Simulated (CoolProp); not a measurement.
Benzene at 344.29 K and 0.616 MPa is throttled through a valve to 0.214 MPa with no heat exchange. Each further row changes one setting.

Values from CoolProp's reference Helmholtz-energy equation of state, Thol 2012.

```tsv
case	temperature change (K)	final phase	final density (kg/m³)
as stated	+0.1	liquid	823
outlet pressure 0.0642 MPa	(withheld)	(withheld)	(withheld)
outlet pressure 0.278 MPa	+0.1	liquid	823
```

Problem. Fill in the missing entries.

Solution. 
- outlet pressure 0.0642 MPa, temperature change (K): -5.2
- outlet pressure 0.0642 MPa, final phase: two-phase, vapour fraction 0.025
- outlet pressure 0.0642 MPa, final density (kg/m³): 67.5
